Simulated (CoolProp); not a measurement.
A Linde-Hampson liquefier for ethane: isothermal reversible compression at 320 K from 1 atm to 15 MPa, throttling to 1 atm, return gas leaving the recuperator 2 K below the feed. Each further row changes one setting.

The numbers come from the reference Helmholtz-energy equation of state, Bücker 2006 in CoolProp.

```csv
case,liquid yield per pass,compression work (kJ/kg of gas)
as stated,0.454,353
high pressure 30 MPa,?,?
warm-end temperature 350 K,0.356,?
warm-end gap 7 K,?,353
```

Fill in the missing entries.


- high pressure 30 MPa, liquid yield per pass: 0.464
- high pressure 30 MPa, compression work (kJ/kg of gas): 390
- warm-end temperature 350 K, compression work (kJ/kg of gas): 414
- warm-end gap 7 K, liquid yield per pass: 0.447
